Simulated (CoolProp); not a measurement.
Vapour-liquid equilibrium of sulfur dioxide (1) + toluene (2) at 0.742 bar; x and y are mole fractions of (1).

Values from CoolProp's multi-fluid Helmholtz-energy mixture model, Gao 2016 and Lemmon 2006; pair parameters Bell 2016.

```json
[
 {"x": "0.05", "bubble temperature, mixture model (K)": "342.9", "bubble temperature, Raoult's law (K)": "333.8", "y, mixture model": "0.649", "y, Raoult's law": "0.756"},
 {"x": "0.2", "bubble temperature, mixture model (K)": "299.5", "bubble temperature, Raoult's law (K)": "295.4", "y, mixture model": "0.955", "y, Raoult's law": "0.964"},
 {"x": "0.35", "bubble temperature, mixture model (K)": "281.2", "bubble temperature, Raoult's law (K)": "280.6", "y, mixture model": "0.987", "y, Raoult's law": "0.987"},
 {"x": "0.5", "bubble temperature, mixture model (K)": "271.3", "bubble temperature, Raoult's law (K)": "271.9", "y, mixture model": "0.995", "y, Raoult's law": "0.994"},
 {"x": "0.65", "bubble temperature, mixture model (K)": "265.1", "bubble temperature, Raoult's law (K)": "265.8", "y, mixture model": "0.998", "y, Raoult's law": "0.997"},
 {"x": "0.8", "bubble temperature, mixture model (K)": "260.9", "bubble temperature, Raoult's law (K)": "261.2", "y, mixture model": "0.999", "y, Raoult's law": "0.999"},
 {"x": "0.95", "bubble temperature, mixture model (K)": "257.5", "bubble temperature, Raoult's law (K)": "257.5", "y, mixture model": "1.000", "y, Raoult's law": "1.000"}
]
```

The largest gap from Raoult's law is +9.1 K in bubble temperature, at x = 0.05. No azeotrope shows between x = 0.05 and 0.95.

The pair parameters rest on a limited set of measurements; away from them the model extrapolates. The gap from Raoult's law changes sign with composition, which may be real or a fault of the pair parameters; it wasn't checked against measurements.
